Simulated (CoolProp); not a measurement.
A closed Brayton cycle with nitrogen: compressor inlet 330.15 K and 1.9 MPa, high pressure 4.21 MPa, turbine inlet 890 K, compressor efficiency 0.89, turbine efficiency 0.93, recuperator effectiveness 0.95 (on enthalpy, no pinch check). Each further row changes one setting.

The numbers come from the reference Helmholtz-energy equation of state, Span 2000 in CoolProp.

| case | thermal efficiency (%) | net work (kJ/kg) | compressor to turbine work | compressor exit (K) | turbine exit (K) |
|---|---|---|---|---|---|
| as stated | 40.3 | 79.2 | 0.56 | 425.3 | 733.0 |
| turbine inlet 840 K | 37.5 | 69.1 | 0.59 | 425.3 | 690.5 |
| compressor inlet 340.15 K | 38.9 | 76.2 | 0.57 | 438.0 | 733.0 |
| high pressure 3.58 MPa | 41.0 | 67.9 | 0.53 | 404.1 | 762.8 |
| recuperator effectiveness 0.5 | 22.9 | 79.2 | 0.56 | 425.3 | 733.0 |
